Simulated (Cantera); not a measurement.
Cantera run, input and output.

```python
import numpy as np
import cantera as ct

gas = ct.Solution("gri30.yaml")
gas.TPX = 1325, 390000, {'CH4': 1, 'C2H6': 0.15, 'C3H8': 1.2, 'O2': 3.88, 'N2': 14.6}
reactor = ct.IdealGasConstPressureReactor(gas, energy="on", clone=False)
net = ct.ReactorNet([reactor])
net.rtol, net.atol = 1e-08, 1e-16
show = ['CH4', 'C2H6', 'C3H8', 'H2O', 'OH', 'H2O2']
times = np.geomspace(1e-06, 10, 13)

steps = ct.SolutionArray(gas, extra=["t"])
rows = []
print(f"{'t/s':>10s}{'T/K':>9s}{'P/Pa':>11s}" + "".join(f"{s:>11s}" for s in show))
for t in times:
    while net.time < t:
        t_next = net.step()
        steps.append(gas.state, t=t_next)
    rows.append([np.interp(t, steps.t, y) for y in (steps.T, steps.P, *steps(*show).X.T)])
    print(f"{t:10.3e}{rows[-1][0]:9.1f}{rows[-1][1]:11.4g}" + "".join(f"{x:11.3e}" for x in rows[-1][2:]))
rate = np.gradient(steps.T, steps.t)
print("integrator steps:", len(steps.t))
if steps.T.max() > steps.T[0] + 200:
    print(f"time of steepest temperature rise: {steps.t[rate.argmax()]:.4e} s")
gas.TPX = 1325, 390000, {'CH4': 1, 'C2H6': 0.15, 'C3H8': 1.2, 'O2': 3.88, 'N2': 14.6}
gas.equilibrate("HP")
print(f"equilibrium (HP): T = {gas.T:.1f} K  " + "  ".join(f"{s} {gas[s].X[0]:.3e}" for s in show))
```

Result:

```
       t/s      T/K       P/Pa        CH4       C2H6       C3H8        H2O         OH       H2O2
 1.000e-06   1324.9    3.9e+05  4.801e-02  7.201e-03  5.760e-02  2.651e-07  1.922e-08  3.316e-08
 3.831e-06   1324.7    3.9e+05  4.801e-02  7.199e-03  5.756e-02  3.876e-06  8.563e-08  8.636e-07
 1.468e-05   1324.1    3.9e+05  4.801e-02  7.197e-03  5.727e-02  9.890e-05  5.541e-07  9.261e-06
 5.623e-05   1324.6    3.9e+05  4.809e-02  7.379e-03  5.550e-02  9.225e-04  8.205e-07  1.734e-05
 2.154e-04   1336.8    3.9e+05  4.843e-02  7.984e-03  4.570e-02  6.745e-03  2.271e-06  4.792e-05
 8.254e-04   2345.7    3.9e+05  6.203e-04  4.201e-08  3.018e-12  9.515e-02  2.318e-04  6.347e-10
 3.162e-03   2339.2    3.9e+05  7.052e-09  1.470e-16  1.017e-24  9.134e-02  2.214e-04  5.950e-10
 1.212e-02   2340.0    3.9e+05  1.048e-09  1.690e-19  6.289e-29  9.142e-02  2.228e-04  6.003e-10
 4.642e-02   2340.2    3.9e+05  1.012e-09  1.589e-19  5.799e-29  9.144e-02  2.231e-04  6.015e-10
 1.778e-01   2340.2    3.9e+05  1.011e-09  1.586e-19  5.785e-29  9.144e-02  2.232e-04  6.016e-10
 6.813e-01   2340.2    3.9e+05  1.011e-09  1.586e-19  5.785e-29  9.144e-02  2.232e-04  6.016e-10
 2.610e+00   2340.2    3.9e+05  1.011e-09  1.586e-19  5.785e-29  9.144e-02  2.232e-04  6.016e-10
 1.000e+01   2340.2    3.9e+05  1.011e-09  1.586e-19  5.785e-29  9.144e-02  2.232e-04  6.016e-10
integrator steps: 2063
time of steepest temperature rise: 3.5336e-04 s
equilibrium (HP): T = 2340.2 K  CH4 1.140e-09  C2H6 1.953e-19  C3H8 7.538e-29  H2O 9.144e-02  OH 2.232e-04  H2O2 6.016e-10
```

Model: GRI-Mech 3.0 (53 species, 325 reactions), integrated in Cantera. GRI-Mech 3.0 was tuned for natural gas; its chemistry of propane as a main component is partial and can be far from experiment.
